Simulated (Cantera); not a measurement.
A closed system holds: 1 mol NH3, 0.62 mol H2, 1.5 mol O2, equilibrated at 10.0 Torr.

These are equilibrium values from Cantera (NASA tables, ideal gas, pure condensed phases), not measurements of a reactor. Candidate condensed phases: H2O; 24 gas species. Rates play no part.

At 2850 °C, list the 6 most abundant gas species with their mole fractions, and the condensed phases.

H 0.452, O 0.297, N2 0.0733, OH 0.0575, H2 0.0530, O2 0.0408. Condensed: gas only.
